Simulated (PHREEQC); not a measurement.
A made-up water analysis in mg/L, 25 °C, pH 3.03, pe 9.1:

```csv
constituent,mg/L
Na,3.81
K,0.0333
Ca,254
Mg,29.1
Cl,98
S(6) as SO4,707
N(5) as NO3,0.0967
P as PO4,4.75
Si as SiO2,0.207
```

Cl is adjusted to close the charge balance.
Valence states are taken as typed.

All values are PHREEQC results (ion-association model, phreeqc.dat), not measurements.

Each row changes one thing in this solution. This is a speciation only: nothing precipitates in the calculation.

| case | ionic strength (mol/kgw) | SO4-2 (mol/kgw) | CaSO4 (mol/kgw) | Mg+2 (mol/kgw) | MgSO4 (mol/kgw) | HSO4- (mol/kgw) | SI of Gypsum (CaSO4:2H2O) | SI of Quartz (SiO2) |
|---|---|---|---|---|---|---|---|---|
| as made | 0.0237 | 0.00526 | 0.00144 | 0.000859 | 0.000339 | 0.000310 | -0.51 | -1.48 |
| temperature from 25 to 70 °C at the same typed pH | 0.0221 | [?] | [?] | 0.000644 | [?] | 0.000797 | -0.50 | -2.06 |
| Na from 3.81 to 7.62 mg/L | 0.0239 | 0.00526 | 0.00144 | [?] | [?] | 0.000310 | -0.51 | -1.48 |

Question: Some entries are withheld; supply them.

Answer: 
- temperature from 25 to 70 °C at the same typed pH, SO4-2 (mol/kgw): 0.00448
- temperature from 25 to 70 °C at the same typed pH, CaSO4 (mol/kgw): 0.00151
- temperature from 25 to 70 °C at the same typed pH, MgSO4 (mol/kgw): 0.000553
- Na from 3.81 to 7.62 mg/L, Mg+2 (mol/kgw): 0.000860
- Na from 3.81 to 7.62 mg/L, MgSO4 (mol/kgw): 0.000338

At this temperature some constants are extrapolated from 25 °C, and those without enthalpy data are left unchanged.
